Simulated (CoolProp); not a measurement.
The fluid at 293.15 K and 6.8 MPa is throttled through a valve to 4.36 MPa with no heat exchange. The same conditions are run with several fluids, on thermodynamics alone (safety and materials aside).

Computed with CoolProp (reference Helmholtz-energy equation of state of each fluid (R365MFC: Lemmon 2016; R113: Marx 1992; R410A: Lemmon 2003; isobutene: Lemmon 2005; decamethyltetrasiloxane (MD2M): Thol 2017)). Blends and air are pseudo-pure fits.

```csv
fluid,temperature change (K),final density (kg/m³)
R365MFC,+0.8,1280
R113,+1.0,…
R410A,…,1110
isobutene,+0.8,…
decamethyltetrasiloxane (MD2M),+1.1,…
```

### Question
What belongs in the gaps?

### Answer

- R113, final density (kg/m³): 1580
- R410A, temperature change (K): -0.2
- isobutene, final density (kg/m³): 601
- decamethyltetrasiloxane (MD2M), final density (kg/m³): 858
